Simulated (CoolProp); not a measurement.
R1336mzz(E) at 293.15 K and 1.7 MPa is throttled through a valve to 1.11 MPa with no heat exchange. Each further row changes one setting.

Model: reference Helmholtz-energy equation of state, Akasaka 2023, in CoolProp.

```json
[
 {"case": "as stated", "temperature change (K)": "+0.1", "final density (kg/m³)": "1340"},
 {"case": "outlet pressure 0.333 MPa", "temperature change (K)": "+0.3", "final density (kg/m³)": "1340"},
 {"case": "outlet pressure 1.44 MPa", "temperature change (K)": "+0.1", "final density (kg/m³)": "1350"}
]
```
